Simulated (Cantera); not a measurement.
A Cantera script and its output.

```python
import numpy as np
import cantera as ct

surf = ct.Interface("ptcombust.yaml", "Pt_surf")
gas = surf.adjacent["gas"]
gas.TPX = 300, 4200, {'CH4': 0.019, 'O2': 0.13, 'N2': 0.79}
jet = ct.ImpingingJet(gas=gas, width=0.066, surface=surf)
jet.inlet.mdot, jet.inlet.T, jet.inlet.X = 0.072, 300, {'CH4': 0.019, 'O2': 0.13, 'N2': 0.79}
jet.set_refine_criteria(ratio=10, slope=0.2, curve=0.3)
show, cover = ['CH4', 'O2', 'H2O', 'OH', 'CO', 'CO2'], ["PT(S)", "H(S)", "O(S)", "OH(S)", "CO(S)", "C(S)"]

rows = []
print(f"{'Ts/K':>7s}" + "".join(f"{s:>11s}" for s in show + cover) + "   (gas at the wall, coverages)")
for i, Ts in enumerate([850, 900, 950, 1000, 1050, 1100, 1150, 1200]):
    jet.surface.T = Ts
    if i == 0:
        surf.TP = Ts, 4200
        surf.coverages = "PT(S):0.5, O(S):0.5"
        surf.advance_coverages(1.0)
        jet.set_initial_guess(products="inlet")
    jet.solve(loglevel=0, auto=(i == 0))
    rows.append([*(jet.X[gas.species_index(s), -1] for s in show), *surf[cover].coverages])
    print(f"{Ts:7g}" + "".join(f"{x:11.3e}" for x in rows[-1]))
```

Output:

```
   Ts/K        CH4         O2        H2O         OH         CO        CO2      PT(S)       H(S)       O(S)      OH(S)      CO(S)       C(S)   (gas at the wall, coverages)
    850  1.734e-02  1.323e-01  5.414e-03  6.628e-09  4.978e-06  3.547e-03  1.645e-01  1.308e-08  8.350e-01  4.691e-04  5.402e-06  1.380e-08
    900  1.497e-02  1.272e-01  9.829e-03  2.751e-08  6.149e-06  6.456e-03  2.310e-01  4.207e-08  7.684e-01  5.725e-04  4.712e-06  1.677e-08
    950  1.240e-02  1.217e-01  1.457e-02  9.073e-08  7.066e-06  9.593e-03  3.021e-01  1.072e-07  6.973e-01  6.192e-04  3.709e-06  1.776e-08
   1000  1.009e-02  1.168e-01  1.882e-02  2.549e-07  7.814e-06  1.241e-02  3.746e-01  2.302e-07  6.248e-01  6.168e-04  2.770e-06  1.732e-08
   1050  8.223e-03  1.129e-01  2.222e-02  6.305e-07  8.536e-06  1.467e-02  4.461e-01  4.372e-07  5.533e-01  5.822e-04  2.038e-06  1.622e-08
   1100  6.796e-03  1.099e-01  2.480e-02  1.400e-06  9.367e-06  1.638e-02  5.149e-01  7.580e-07  4.846e-01  5.307e-04  1.513e-06  1.500e-08
   1150  5.721e-03  1.077e-01  2.671e-02  2.842e-06  1.042e-05  1.765e-02  5.801e-01  1.231e-06  4.194e-01  4.727e-04  1.149e-06  1.393e-08
   1200  4.919e-03  1.060e-01  2.809e-02  5.357e-06  1.180e-05  1.857e-02  6.404e-01  1.894e-06  3.592e-01  4.143e-04  8.975e-07  1.307e-08
```

Detailed kinetics in Cantera: Deutschmann's 1995 Pt surface mechanism with GRI-Mech 3.0 gas chemistry. Catalytic surfaces can have several steady states; this one follows from the mechanism file's or the stated starting coverage.
